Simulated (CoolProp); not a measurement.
Properties of ammonia along the isotherm 191.45 °C (Tc = 132.4 °C, pc = 113.6 bar, ω = 0.256).

Computed with CoolProp (reference Helmholtz-energy equation of state, Gao 2020).

```json
[
 {"p (bar)": "0.18", "phase": "gas", "Z": "0.9996", "expansivity (1/kK)": "2.155", "conductivity (mW/(m K))": "47.2"},
 {"p (bar)": "0.271", "phase": "gas", "Z": "0.9995", "expansivity (1/kK)": "2.157", "conductivity (mW/(m K))": "47.2"},
 {"p (bar)": "0.409", "phase": "gas", "Z": "0.9992", "expansivity (1/kK)": "2.159", "conductivity (mW/(m K))": "47.3"},
 {"p (bar)": "0.617", "phase": "gas", "Z": "0.9988", "expansivity (1/kK)": "2.162", "conductivity (mW/(m K))": "47.3"},
 {"p (bar)": "0.931", "phase": "gas", "Z": "0.9982", "expansivity (1/kK)": "2.167", "conductivity (mW/(m K))": "47.3"},
 {"p (bar)": "1.4", "phase": "gas", "Z": "0.9972", "expansivity (1/kK)": "2.175", "conductivity (mW/(m K))": "47.3"},
 {"p (bar)": "2.12", "phase": "gas", "Z": "0.9958", "expansivity (1/kK)": "2.186", "conductivity (mW/(m K))": "47.4"},
 {"p (bar)": "3.2", "phase": "gas", "Z": "0.9936", "expansivity (1/kK)": "2.203", "conductivity (mW/(m K))": "47.5"},
 {"p (bar)": "4.82", "phase": "gas", "Z": "0.9904", "expansivity (1/kK)": "2.230", "conductivity (mW/(m K))": "47.6"},
 {"p (bar)": "7.27", "phase": "gas", "Z": "0.9855", "expansivity (1/kK)": "2.271", "conductivity (mW/(m K))": "47.8"},
 {"p (bar)": "11", "phase": "gas", "Z": "0.9779", "expansivity (1/kK)": "2.335", "conductivity (mW/(m K))": "48.1"},
 {"p (bar)": "16.5", "phase": "gas", "Z": "___", "expansivity (1/kK)": "2.433", "conductivity (mW/(m K))": "48.5"},
 {"p (bar)": "25", "phase": "gas", "Z": "___", "expansivity (1/kK)": "___", "conductivity (mW/(m K))": "49.3"},
 {"p (bar)": "37.7", "phase": "gas", "Z": "___", "expansivity (1/kK)": "2.867", "conductivity (mW/(m K))": "___"},
 {"p (bar)": "56.8", "phase": "gas", "Z": "0.8804", "expansivity (1/kK)": "3.349", "conductivity (mW/(m K))": "___"}
]
```

Problem. Some entries are withheld; supply them.

Solution. 
- 16.5, Z: 0.9667
- 25, Z: 0.9491
- 25, expansivity (1/kK): 2.596
- 37.7, Z: 0.9222
- 37.7, conductivity (mW/(m K)): 50.7
- 56.8, conductivity (mW/(m K)): 53.2

Thermal conductivity comes from a separate model (Tufeu 1984).
